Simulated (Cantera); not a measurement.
Cantera run, input and output.

```python
import numpy as np
import cantera as ct

gas = ct.Solution("gri30.yaml")


def delay(T, t_max=10):
    gas.TPX = T, 1000000, {'CH4': 1, 'O2': 3.57, 'N2': 13.4}
    reactor = ct.IdealGasReactor(gas, clone=False)
    net = ct.ReactorNet([reactor])
    net.rtol, net.atol = 1e-8, 1e-16
    while net.time < t_max:
        t_old, T_old = net.time, reactor.T
        net.step()
        if reactor.T > T + 400:  # ignition: a rise of 400 K
            return t_old + (T + 400 - T_old) / (reactor.T - T_old) * (net.time - t_old)
    return np.nan


taus = []
for T in [1273, 1348, 1423, 1498, 1573, 1648, 1723, 1798, 1873, 1948]:
    taus.append(delay(T))
    print(f"T0 = {T:6g} K   tau = {taus[-1]:.4e} s")
```

Result:

```
T0 =   1273 K   tau = 1.4744e-03 s
T0 =   1348 K   tau = 6.4157e-04 s
T0 =   1423 K   tau = 2.9694e-04 s
T0 =   1498 K   tau = 1.4547e-04 s
T0 =   1573 K   tau = 7.5249e-05 s
T0 =   1648 K   tau = 4.1044e-05 s
T0 =   1723 K   tau = 2.3573e-05 s
T0 =   1798 K   tau = 1.4221e-05 s
T0 =   1873 K   tau = 8.9781e-06 s
T0 =   1948 K   tau = 5.9065e-06 s
```

Computed with Cantera and GRI-Mech 3.0 (53 species, 325 reactions).
